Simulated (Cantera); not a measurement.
Mixture: CO : H2 : O2 : N2 = 1 : 0.083 : 0.652 : 5.4 (molar parts), at 10.0 bar, adiabatic and at constant pressure. Ignition delay is the time to a rise of 400 K.

Computed with Cantera and GRI-Mech 3.0 (53 species, 325 reactions). The hydrogen kinetics of GRI-Mech 3.0 are dated; newer H2 mechanisms differ, most at raised pressure. Where the delays flatten at high temperature, the 400 K rule measures the pace of heat release, not the induction time.

Problem. Predict: delay at 1323 K; delay at 1423 K; delay at 1523 K; delay at 1623 K; delay at 1723 K; delay at 1823 K; delay at 1923 K.

Solution. 
- delay at 1323 K = 30.4 µs
- delay at 1423 K = 18.6 µs
- delay at 1523 K = 13.8 µs
- delay at 1623 K = 11.5 µs
- delay at 1723 K = 10.3 µs
- delay at 1823 K = 9.80 µs
- delay at 1923 K = 9.77 µs
